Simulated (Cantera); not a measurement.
A closed system holds: 1 mol SiH2Cl2, 2 mol HCl, 4.6 mol N2, at 1330 Pa.

Cantera equilibrium calculation (NASA polynomials, part measured and part estimated; ideal gas, pure solids and liquids). Candidate condensed phases: NH4Cl, Si, Si3N4; 28 gas species. N2 is the only nitrogen source here; it is nearly inert below about 1500 K, so the nitride shown seldom forms there in practice. The tables' values for SiCl3, SiCl are old estimates; treat these amounts as uncertain. Equilibrium is a limit: real reactors are often held back by kinetics, nucleation or transport.

x: gas mole fraction; n: condensed amount in mol.

| T (K) | x N2 | x HCl | x H2 | x SiCl2 | x SiCl4 | x SiCl3 | n Si3N4(s) |
|---|---|---|---|---|---|---|---|
| 998 | 0.543 | 0.287 | 0.113 | 1.99e-6 | 0.0566 | 6.77e-5 | 0.186 |
| 1048 | 0.542 | 0.293 | 0.110 | 9.88e-6 | 0.0547 | 0.000172 | 0.190 |
| 1098 | 0.540 | 0.299 | 0.107 | 4.23e-5 | 0.0530 | 0.000399 | 0.194 |
| 1148 | 0.539 | 0.304 | 0.104 | 0.000159 | 0.0512 | 0.000857 | 0.197 |
| 1198 | 0.538 | 0.308 | 0.102 | 0.000529 | 0.0491 | 0.00171 | 0.199 |
| 1248 | 0.537 | 0.311 | 0.0999 | ? | 0.0465 | 0.00320 | 0.198 |
| 1298 | 0.537 | 0.312 | 0.0987 | 0.00428 | 0.0427 | 0.00553 | 0.194 |
| 1348 | 0.536 | 0.309 | 0.0985 | 0.0104 | 0.0371 | 0.00876 | 0.183 |
| 1398 | 0.535 | 0.300 | 0.0999 | ? | ? | 0.0123 | ? |
| 1448 | 0.535 | 0.284 | 0.104 | 0.0416 | 0.0196 | 0.0149 | 0.125 |
| 1498 | 0.536 | 0.259 | 0.111 | 0.0665 | 0.0109 | 0.0151 | 0.0765 |
| 1548 | 0.539 | 0.229 | 0.122 | 0.0923 | 0.00503 | 0.0129 | 0.0218 |
| 1598 | 0.539 | 0.219 | 0.125 | 0.104 | 0.00251 | 0.0103 | 0 |
| 1648 | 0.538 | 0.222 | 0.122 | 0.107 | 0.00140 | 0.00825 | 0 |

Question: What belongs in the gaps?

Answer: 
- 1248, x SiCl2: 0.00158
- 1398, x SiCl2: 0.0223
- 1398, x SiCl4: 0.0292
- 1398, n Si3N4(s): 0.162
